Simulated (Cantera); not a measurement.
Feed: 1 mol Ta, 7 mol H2O, 130 mol H2, at 2102 °C and 0.133 bar.

These are equilibrium values from Cantera (NASA tables, ideal gas, pure condensed phases), not measurements of a reactor. Candidate condensed phases: H2O, Ta, Ta2O5; 12 gas species. The numbers say what is thermodynamically allowed, not how fast it happens.

Base state: H2 0.930, H 0.0372, H2O 0.0323, TaO2 0.000507, OH 0.000230, TaO 1.99e-5 (mole fractions); condensed: Ta2O5(l).

**Question.** What changes in the equilibrium state with this change: temperature from 2102 °C to 1077 °C?

**Answer.** 
```tsv
species	before	after
H2	0.930	0.967
H2O	0.0323	0.0328
H	0.0372	6.42e-6
TaO2	0.000507	<1e-9
OH	0.000230	3.54e-9
TaO	1.99e-5	<1e-9
Ta2O5(l), mol	0.463	0
Ta2O5(s), mol	0	0.500
```
